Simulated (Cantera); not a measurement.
A closed system holds: 1 mol SiO2, 0.95 mol Cl2, at 927 °C and 10.0 mbar.

Method: chemical equilibrium by Gibbs-energy minimisation in Cantera with the NASA 1993 tables (ideal gas, pure condensed phases). Candidate condensed phases: Si, SiO2; 15 gas species. The tables hold silica as quartz up to 1696 K and as liquid above; real silica turns to tridymite and cristobalite and melts near 1996 K. Equilibrium is a limit: real reactors are often held back by kinetics, nucleation or transport.

Base state: Cl2 0.954, Cl 0.0462, SiCl4 6.98e-5, O2 6.90e-5 (mole fractions); condensed: SiO2(β-quartz).

Task: What changes in the equilibrium state with this change: temperature from 927 °C to 1602 °C?

Result: 
| species | before | after |
|---|---|---|
| Cl | 0.0462 | 0.953 |
| Cl2 | 0.954 | 0.0462 |
| O2 | 6.90e-5 | 0.000277 |
| SiCl4 | 6.98e-5 | 0.000253 |
| SiO | <1e-9 | 5.64e-5 |
| SiCl3 | <1e-9 | 2.54e-5 |
| O | 2.08e-9 | 4.00e-5 |
| ClO | 1.51e-6 | 2.64e-5 |
| SiO2(β-quartz), mol | 1.000 | 0 |
| SiO2(condensed), mol | 0 | 0.999 |
The tables' values for SiCl3 are old estimates; treat these amounts as uncertain.
